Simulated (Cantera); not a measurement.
A jet of CH₄ : O₂ : N₂ = 0.044 : 0.1 : 0.79 (molar parts), equivalence ratio 0.88 at 300 K and 16.5 Torr hits a platinum plate 6.6 cm away at a mass flux of 0.04 kg/m²/s; the plate temperature is set and raised in steps from an oxygen-covered start.

Model: Deutschmann's 1995 Pt surface mechanism with GRI-Mech 3.0 gas chemistry, integrated in Cantera. Catalytic surfaces can have several steady states; this one follows from the mechanism file's or the stated starting coverage.

One state of this run: wall x CH₄ = 0.0111; wall x O₂ = 0.0307; wall x H₂O = 0.0664; wall x OH = 8.15e-6; wall x CO = 4.49e-5; wall x CO₂ = 0.0439; θ free Pt = 0.775; θ O* = 0.225. x: mole fraction at the wall; θ: surface coverage.

### Question
Which value of plate T (K) does it belong to?
(A) 950
(B) 1150
(C) 1100
(D) 1200

### Answer
D, 1200
